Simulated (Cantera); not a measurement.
Charge: 1 mol CaF₂, 0.056 mol O₂, 420 mol N₂, held at 10000 Pa.

These are equilibrium values from Cantera (NASA tables, ideal gas, pure condensed phases), not measurements of a reactor. Candidate condensed phases: Ca, CaF₂, CaO; 22 gas species. Kinetics and transport are ignored.

log p: log10 of the partial pressure in bar; n: condensed amount in mol.

| T (K) | log p N₂ | log p CaF₂ | log p NO | log p O₂ | log p O | n CaF₂(s) | n CaF₂(l) |
|---|---|---|---|---|---|---|---|
| 1050 | -1.00 | -11.84 | -6.83 | -4.88 | -11.61 | 1.00 | 0 |
| 1150 | -1.00 | [?] | [?] | -4.88 | [?] | 1.00 | 0 |
| 1250 | -1.00 | -8.51 | -6.10 | -4.89 | -9.60 | 1.000 | 0 |
| 1350 | -1.00 | -7.23 | -5.83 | -4.90 | -8.82 | 1.000 | 0 |
| 1450 | -1.00 | -6.14 | -5.59 | -4.92 | -8.16 | 0.997 | 0 |
| 1550 | -1.00 | -5.22 | -5.39 | -4.95 | -7.58 | 0.974 | 0 |
| 1650 | -1.00 | -4.42 | -5.23 | -4.99 | -7.08 | 0.839 | 0 |
| 1750 | -1.00 | -3.75 | -5.09 | -5.04 | -6.65 | 0 | 0.254 |
| 1850 | -1.00 | -3.62 | -4.98 | -5.11 | -6.27 | 0 | 0 |
| 1950 | -1.00 | -3.62 | -4.89 | -5.20 | -5.95 | 0 | 0 |
| 2050 | -1.00 | -3.63 | -4.83 | [?] | [?] | 0 | 0 |
| 2150 | -1.00 | -3.63 | -4.79 | -5.47 | -5.44 | 0 | 0 |

**Question.** Complete the blanks.

**Answer.** 
- 2050, log p O₂: -5.32
- 2050, log p O: -5.67
- 1150, log p CaF₂: -10.02
- 1150, log p NO: -6.43
- 1150, log p O: -10.52
